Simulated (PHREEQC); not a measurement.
Consider water at 56 °C with 11 mmol/kgw HBr and 140 mmol/kgw NaCl. Closed to the air; pH follows from the charge balance.

Model: ion-association model, wateq4f.dat, run in PHREEQC.

Precipitation was switched off in this run.

Q: Predict the pH.

A: pH 2.06.

Species that the database lacks are ignored. Constants without temperature data keep their 25 °C values here.
